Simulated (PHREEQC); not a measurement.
Dissolve 0.054 mol/kgw KHSO4, 8.3e-06 mol/kgw Sr(OH)2, 0.00011 mol/kgw NaNO3 and 8.4e-05 mol/kgw Sr(NO3)2 at 38 °C. Closed to the air; pH follows from the charge balance.

The numbers come from PHREEQC with the ion-association model, phreeqc.dat.

This is a speciation only: nothing precipitates in the calculation.

### Question
Estimate the pH, specific conductance, ionic strength.

### Answer
pH 1.68; specific conductance 18700 µS/cm; ionic strength 0.0983 mol/kgw.

### Question
In which forms is K present?

### Answer
K+ 94 %, KSO4- 6.4 % of the K.

Away from 25 °C the constants follow the database's enthalpies or fits; those with neither stay at their 25 °C values.
